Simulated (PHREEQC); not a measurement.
Dissolve 0.062 mol CuCl2, 0.076 mol HCl and 0.062 mol FeCl3 per kg of water at 25 °C. Closed to the air; pH follows from the charge balance.

Computed with PHREEQC (ion-association model, phreeqc.dat).

Precipitation was switched off in this run.

Problem. Order these Cu species by the share of Cu that they hold, largest first: CuCl2, Cu+2, CuCl+.

Solution. Cu+2 (81 %), CuCl+ (18 %), CuCl2 (1.2 %)

Problem. Order these Cl species by the share of Cl that they hold, largest first: Cl-, CuCl+, FeCl2+, FeCl+2, CuCl2.

Solution. Cl- (82 %), FeCl+2 (9.4 %), FeCl2+ (5.7 %), CuCl+ (2.8 %), CuCl2 (0.38 %)

The pH is 1.23 and the ionic strength 0.444 mol/kgw. The solution is supersaturated, for example in Hematite (slow to form), Goethite (slow to form), so a real one may precipitate; this is no full list.
